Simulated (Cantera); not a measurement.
Charge: 1 mol CH₃OH, 0.013 mol O₂, 49 mol H₂, at 1000 Pa.

Method: chemical equilibrium by Gibbs-energy minimisation in Cantera with the NASA 1993 tables (ideal gas, pure condensed phases). Candidate condensed phases: C, C₆H₆, C₇H₈, C₈H₁₈, H₂O; 110 gas species. Kinetics and transport are ignored. All values below are at 1348 K.

Base state: H₂ 0.980, CO 0.0192, H₂O 0.000495, H 2.29e-5 (mole fractions); condensed: gas only.

Task: What changes in the equilibrium state with this change: CH₃OH replaced by C₂H₆?

Result: 
```tsv
species	before	after
H₂	0.980	0.999
CO	0.0192	0.000500
CH₄	1.24e-7	5.83e-5
H₂O	0.000495	2.91e-8
H	2.29e-5	2.31e-5
C(graphite), mol	0	1.97
```
